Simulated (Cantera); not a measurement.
Feed: 1 mol Si, 0.0085 mol H₂O, 250 mol H₂, held at 0.0143 Torr.

Equilibrium computed with Cantera from the NASA thermochemical tables; the gas is ideal and each condensed phase is pure. Candidate condensed phases: H₂O, Si, SiO₂; 18 gas species. The numbers say what is thermodynamically allowed, not how fast it happens.

x: gas mole fraction; n: condensed amount in mol.

```tsv
T (K)	x H₂	x H	x Si	x SiO	n Si(s)
1025	1.000	9.99e-7	3.47e-11	3.40e-5	0.992
1075	1.000	3.37e-6	3.99e-10	3.40e-5	0.992
1125	1.000	1.02e-5	3.69e-9	3.40e-5	0.991
1175	1.000	2.81e-5	2.82e-8	3.40e-5	0.991
1225	1.000	7.15e-5	1.82e-7	3.40e-5	0.991
1275	1.000	0.000169	1.01e-6	3.40e-5	0.991
1325	1.000	0.000375	4.96e-6	3.40e-5	0.990
1375	0.999	___	___	3.40e-5	0.986
1425	0.998	___	___	3.40e-5	0.970
1475	0.997	0.00297	0.000303	3.39e-5	0.914
1525	0.994	0.00541	0.000994	3.39e-5	0.738
1575	0.987	0.00947	0.00302	3.37e-5	0.217
```

Task: Fill in the missing entries.

Result: 
- 1375, x H: 0.000786
- 1375, x Si: 2.16e-5
- 1425, x H: 0.00156
- 1425, x Si: 8.47e-5
